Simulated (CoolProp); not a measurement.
Aqueous ethanol as a coolant, at 34 °C, 1 atm.

Computed with CoolProp (Melinder's fits for secondary coolants).

```
mass %  freezing point (°C)  cp (kJ/(kg K))  density (kg/m³)  conductivity (W/(m K))  viscosity (mPa s)
------  -------------------  --------------  ---------------  ----------------------  -----------------
4.8                    -1.9           4.212              [?]                   0.584              0.871
9.9                    -4.3           4.266            977.3                   0.546               1.03
15                     -7.4           4.305            969.7                   0.511               1.21
20.2                  -11.3           4.315            961.8                   0.478               1.38
25.3                  -15.7           4.293            953.5                   0.447               1.53
30.4                  -20.5           4.242            944.3                   0.418               1.64
35.6                  -25.5           4.169            934.1                   0.389               1.72
40.7                  -30.2           4.085            923.3                   0.364               1.76
45.8                  -34.4             [?]            912.0                   0.339               1.78
51                    -38.3           3.895            900.0                   0.316               1.77
56.1                  -42.0             [?]            888.3                   0.295               1.75
```

Q: Complete the blanks.

A: 
- 4.8, density (kg/m³): 985.5
- 45.8, cp (kJ/(kg K)): 3.995
- 56.1, cp (kJ/(kg K)): 3.777
